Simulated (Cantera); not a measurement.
A freely propagating, adiabatic, planar premixed flame of 27.4 % H2, 12.4 % O2, 60.2 % N2, equivalence ratio 1.1, unburnt at 475 K and 2.57 atm; mixture-averaged transport, grid criteria slope 0.08 and curve 0.16, no radiation.

Detailed kinetics in Cantera: the H2/O2 subset of GRI-Mech 3.0, which has no nitrogen chemistry. The hydrogen kinetics of GRI-Mech 3.0 are dated; newer H2 mechanisms differ, most at raised pressure. Burning velocities carry a grid error of a few per cent, more on coarse grids.

x: mole fraction of selected species; z is measured from the peak of heat release.

| z (mm) | T (K) | u (m/s) | x H2 | x O2 | x H2O2 | x H | x O | x HO2 |
|---|---|---|---|---|---|---|---|---|
| -0.393 | 475 | 3.89 | 0.274 | 0.124 | <1e-8 | <1e-8 | <1e-8 | <1e-8 |
| -0.262 | 475 | 3.89 | 0.274 | 0.124 | <1e-8 | <1e-8 | <1e-8 | <1e-8 |
| -0.197 | 475 | 3.89 | 0.273 | 0.125 | <1e-8 | <1e-8 | <1e-8 | 1.14e-8 |
| -0.131 | 475 | 3.88 | 0.273 | 0.125 | 1.96e-8 | <1e-8 | 1.37e-8 | 4.15e-7 |
| -0.0655 | 502 | 4.04 | 0.261 | 0.126 | 1.13e-5 | 9.21e-6 | 3.03e-6 | 0.000202 |
| -0.0328 | ? | 5.87 | 0.221 | 0.121 | 6.99e-5 | 0.00186 | 0.000167 | 0.000508 |
| 0 | ? | 9.08 | 0.148 | 0.0904 | 2.01e-5 | 0.0149 | 0.00220 | 0.000204 |
| 0.0328 | ? | 11.4 | 0.0819 | 0.0462 | 4.73e-6 | 0.0295 | 0.00533 | 8.71e-5 |
| 0.0655 | ? | 12.6 | 0.0538 | 0.0236 | 2.70e-6 | 0.0323 | 0.00601 | 4.04e-5 |
| 0.131 | 1854 | 13.7 | 0.0436 | 0.0133 | 1.44e-6 | 0.0261 | 0.00508 | 1.97e-5 |
| 0.262 | 1998 | 14.6 | 0.0404 | 0.00927 | 7.81e-7 | 0.0173 | 0.00337 | 1.15e-5 |
| 0.524 | 2115 | 15.4 | 0.0365 | 0.00610 | 4.69e-7 | 0.0106 | 0.00192 | 6.43e-6 |
| 1.05 | 2202 | 15.9 | 0.0324 | 0.00361 | 2.95e-7 | 0.00622 | 0.000970 | 3.26e-6 |

Fill in the missing entries.


- -0.0328, T (K): 753
- 0, T (K): 1199
- 0.0328, T (K): 1522
- 0.0655, T (K): 1692
